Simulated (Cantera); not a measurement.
## Gas activation for diamond growth

An isothermal, constant-pressure homogeneous reactor starts with CH4 : H2 : H : H2O = 0.0063 : 1 : 0.0093 : 0.034 (molar parts), at 2925 K and 30.8 Torr.

Cantera simulation using GRI-Mech 3.0 (53 species, 325 reactions); the numbers are that mechanism's predictions, not measurements. Radical loss at walls, strong at low pressure, is not modelled.

```json
[
 {"t (s)": "5.00e-5", "x CH4": "0.00446", "x H2": "0.945", "x H": "0.0164", "x C2H4": "4.58e-6", "x C2H6": "8.07e-8"},
 {"t (s)": "0.000155", "x CH4": "0.00334", "x H2": "0.931", "x H": "0.0311", "x C2H4": "9.35e-6", "x C2H6": "9.79e-8"},
 {"t (s)": "0.000482", "x CH4": "0.00120", "x H2": "0.908", "x H": "0.0564", "x C2H4": "4.32e-6", "x C2H6": "2.32e-8"},
 {"t (s)": "0.00150", "x CH4": "0.000178", "x H2": "0.885", "x H": "0.0828", "x C2H4": "3.55e-7", "x C2H6": "7.25e-10"},
 {"t (s)": "0.00464", "x CH4": "1.30e-6", "x H2": "0.844", "x H": "0.126", "x C2H4": "5.27e-10", "x C2H6": "<1e-12"},
 {"t (s)": "0.0144", "x CH4": "3.83e-12", "x H2": "0.745", "x H": "0.227", "x C2H4": "<1e-12", "x C2H6": "<1e-12"},
 {"t (s)": "0.0447", "x CH4": "<1e-12", "x H2": "0.599", "x H": "0.375", "x C2H4": "<1e-12", "x C2H6": "<1e-12"},
 {"t (s)": "0.139", "x CH4": "<1e-12", "x H2": "0.529", "x H": "0.447", "x C2H4": "<1e-12", "x C2H6": "<1e-12"},
 {"t (s)": "0.431", "x CH4": "<1e-12", "x H2": "0.526", "x H": "0.450", "x C2H4": "<1e-12", "x C2H6": "<1e-12"},
 {"t (s)": "1.34", "x CH4": "<1e-12", "x H2": "0.526", "x H": "0.450", "x C2H4": "<1e-12", "x C2H6": "<1e-12"},
 {"t (s)": "4.15", "x CH4": "<1e-12", "x H2": "0.526", "x H": "0.450", "x C2H4": "<1e-12", "x C2H6": "<1e-12"},
 {"t (s)": "12.9", "x CH4": "<1e-12", "x H2": "0.526", "x H": "0.450", "x C2H4": "<1e-12", "x C2H6": "<1e-12"},
 {"t (s)": "40.0", "x CH4": "<1e-12", "x H2": "0.526", "x H": "0.450", "x C2H4": "<1e-12", "x C2H6": "<1e-12"}
]
```
x: mole fraction; the columns are a selection and need not sum to one.

Equilibrium at this temperature and pressure: CH4 <1e-12, H2 0.526, H 0.450, C2H4 <1e-12, C2H6 <1e-12 (gas phase only).
